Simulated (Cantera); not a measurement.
An isothermal, constant-pressure homogeneous reactor starts with 32.3 % CH4, 67.7 % H2O, at 1450 K and 100.0 Torr.

Model: GRI-Mech 3.0 (53 species, 325 reactions), integrated in Cantera.

Problem. Predict: x(CH4) at 7.00 s; x(H2O) at 7.00 s; x(C2H6) at 7.00 s; x(CH3) at 7.00 s; x(H2) at 7.00 s.

Solution. x(CH4) at 7.00 s: 0.0973 (gas-phase equilibrium 2.93e-8)
x(H2O) at 7.00 s: 0.532 (gas-phase equilibrium 0.193)
x(C2H6) at 7.00 s: 3.49e-5 (gas-phase equilibrium <1e-12)
x(CH3) at 7.00 s: 7.23e-5 (gas-phase equilibrium 1.97e-11)
x(H2) at 7.00 s: 0.279 (gas-phase equilibrium 0.611)
